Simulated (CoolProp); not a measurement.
Vapour-liquid equilibrium of R143a (1) + fluoroethane (R161) (2) at -98.05 °C; x and y are mole fractions of (1).

Values from CoolProp's multi-fluid Helmholtz-energy mixture model, Lemmon and Jacobsen 2000 and Wu 2012; pair parameters Bell 2016.

```
x      bubble pressure, mixture model (bar)  bubble pressure, Raoult's law (bar)  y, mixture model  y, Raoult's law
-----  ------------------------------------  -----------------------------------  ----------------  ---------------
0.05                                0.02115                              0.02086             0.107            0.095
0.125                               0.02294                              0.02233             0.239            0.221
0.2                                 0.02462                              0.02380             0.349            0.332
0.275                               0.02622                              0.02527             0.443            0.430
0.35                                0.02774                              0.02674             0.524            0.517
0.425                               0.02920                              0.02821             0.597            0.595
0.5                                       ?                              0.02968             0.662            0.665
0.575                               0.03200                              0.03114             0.722            0.729
0.65                                0.03335                              0.03261                 ?            0.787
0.725                                     ?                              0.03408             0.830            0.840
0.8                                 0.03600                              0.03555             0.880            0.888
0.875                               0.03731                              0.03702             0.927            0.933
0.95                                      ?                              0.03849             0.971            0.974
```

What belongs in the gaps?


- 0.5, bubble pressure, mixture model (bar): 0.03061
- 0.65, y, mixture model: 0.778
- 0.725, bubble pressure, mixture model (bar): 0.03468
- 0.95, bubble pressure, mixture model (bar): 0.03861

The largest gap from Raoult's law is +3.8 % in bubble pressure, at x = 0.275. No azeotrope shows between x = 0.05 and 0.95.

Pair parameters are fitted to limited data, so mixtures are less certain than the pure fluids.
